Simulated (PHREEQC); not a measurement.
# City or well water: an equilibrium model

A made-up water analysis in mg/kgw, 25 °C, pH 6.75, pe 10.3: Na 5.29; K 6.64; Ca 46.1; Mg 19.8; Cl 30.9; S(6) as SO4 67; Alkalinity as HCO3 48.9; N(5) as NO3 0.776; Li 0.442; Br 2.27; Sr 0.232.

Valence states are taken as typed.

The numbers come from PHREEQC with the ion-association model, phreeqc.dat.

Precipitation was switched off in this run.

Q: Predict the ionic strength, charge-balance error.

A: ionic strength 0.00594 mol/kgw; charge-balance error 18.4 %.

Q: In which forms is Ca present?

A: Ca+2 94 %, CaSO4 5.1 %, CaHCO3+ 0.7 % of the Ca.

Complexes and solids missing from the database can't appear.
